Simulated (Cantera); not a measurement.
A freely propagating, adiabatic, planar premixed flame of H2 : O2 : N2 = 1 : 0.532 : 2 (molar parts), equivalence ratio 0.94, unburnt at 550 K and 86000 Pa; mixture-averaged transport, grid criteria slope 0.08 and curve 0.16, no radiation.

Computed with Cantera and the H2/O2 subset of GRI-Mech 3.0, which has no nitrogen chemistry. Burning velocities carry a grid error of a few per cent, more on coarse grids.

Task: Predict: laminar burning velocity; thermal thickness; peak x(OH); peak x(H); peak x(HO2).

Result: 
| Property | Result |
|---|---|
| laminar burning velocity | 602 cm/s |
| thermal thickness | 0.552 mm |
| peak x(OH) | 0.0184 |
| peak x(H) | 0.0543 |
| peak x(HO2) | 0.000299 |
